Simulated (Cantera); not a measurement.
Charge: 1 mol trisilylamine, 29 mol N2, 29 mol H2, equilibrated at 1375 K and 1000 Pa.

These are equilibrium values from Cantera (NASA tables, ideal gas, pure condensed phases), not measurements of a reactor. Candidate condensed phases: Si, Si3N4; 18 gas species. The feed counts by its element totals alone. The numbers say what is thermodynamically allowed, not how fast it happens.

Base state: H2 0.549, N2 0.451, H 2.54e-5 (mole fractions); condensed: Si3N4(s).

### Question
What changes in the equilibrium state with this change: trisilylamine replaced by SiHCl3?

### Answer
```csv
species,before,after
N2,0.451,0.478
H2,0.549,0.472
HCl,0,0.0503
SiCl2,0,0.000119
H,2.54e-5,2.35e-5
"Si3N4(s), mol",1.00,0.331
```
N2 is the only nitrogen source here; it is nearly inert below about 1500 K, so the nitride shown seldom forms there in practice. Further candidate phases: NH4Cl.
